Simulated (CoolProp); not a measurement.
Vapour-liquid equilibrium of ethylbenzene (1) + n-nonane (2) at 250.45 °C; x and y are mole fractions of (1).

Computed with CoolProp (multi-fluid Helmholtz-energy mixture model, Zhou 2012 and Lemmon 2006; pair parameters Bell 2016).

```json
[
 {"x": "0.05", "bubble pressure, mixture model (kPa)": "816.0", "bubble pressure, Raoult's law (kPa)": "811.9", "y, mixture model": "0.063", "y, Raoult's law": "0.063"},
 {"x": "0.125", "bubble pressure, mixture model (kPa)": "839.3", "bubble pressure, Raoult's law (kPa)": "829.1", "y, mixture model": "0.153", "y, Raoult's law": "0.155"},
 {"x": "0.2", "bubble pressure, mixture model (kPa)": "[?]", "bubble pressure, Raoult's law (kPa)": "846.4", "y, mixture model": "[?]", "y, Raoult's law": "0.244"},
 {"x": "0.275", "bubble pressure, mixture model (kPa)": "884.5", "bubble pressure, Raoult's law (kPa)": "863.7", "y, mixture model": "[?]", "y, Raoult's law": "0.328"},
 {"x": "0.35", "bubble pressure, mixture model (kPa)": "905.8", "bubble pressure, Raoult's law (kPa)": "880.9", "y, mixture model": "0.401", "y, Raoult's law": "0.409"},
 {"x": "0.425", "bubble pressure, mixture model (kPa)": "926.1", "bubble pressure, Raoult's law (kPa)": "898.2", "y, mixture model": "[?]", "y, Raoult's law": "0.488"},
 {"x": "0.5", "bubble pressure, mixture model (kPa)": "945.0", "bubble pressure, Raoult's law (kPa)": "915.5", "y, mixture model": "[?]", "y, Raoult's law": "0.563"},
 {"x": "0.575", "bubble pressure, mixture model (kPa)": "962.6", "bubble pressure, Raoult's law (kPa)": "932.7", "y, mixture model": "0.618", "y, Raoult's law": "0.635"},
 {"x": "0.65", "bubble pressure, mixture model (kPa)": "978.7", "bubble pressure, Raoult's law (kPa)": "950.0", "y, mixture model": "[?]", "y, Raoult's law": "0.705"},
 {"x": "0.725", "bubble pressure, mixture model (kPa)": "993.1", "bubble pressure, Raoult's law (kPa)": "967.3", "y, mixture model": "0.753", "y, Raoult's law": "0.772"},
 {"x": "0.8", "bubble pressure, mixture model (kPa)": "1006", "bubble pressure, Raoult's law (kPa)": "984.5", "y, mixture model": "0.819", "y, Raoult's law": "0.837"},
 {"x": "0.875", "bubble pressure, mixture model (kPa)": "1017", "bubble pressure, Raoult's law (kPa)": "1002", "y, mixture model": "0.886", "y, Raoult's law": "0.900"},
 {"x": "0.95", "bubble pressure, mixture model (kPa)": "1026", "bubble pressure, Raoult's law (kPa)": "1019", "y, mixture model": "0.954", "y, Raoult's law": "0.961"}
]
```

What belongs in the gaps?


- 0.2, bubble pressure, mixture model (kPa): 862.2
- 0.2, y, mixture model: 0.240
- 0.275, y, mixture model: 0.322
- 0.425, y, mixture model: 0.476
- 0.5, y, mixture model: 0.548
- 0.65, y, mixture model: 0.686

The largest gap from Raoult's law is +3.2 % in bubble pressure, at x = 0.5. No azeotrope shows between x = 0.05 and 0.95.

The pair parameters rest on a limited set of measurements; away from them the model extrapolates.
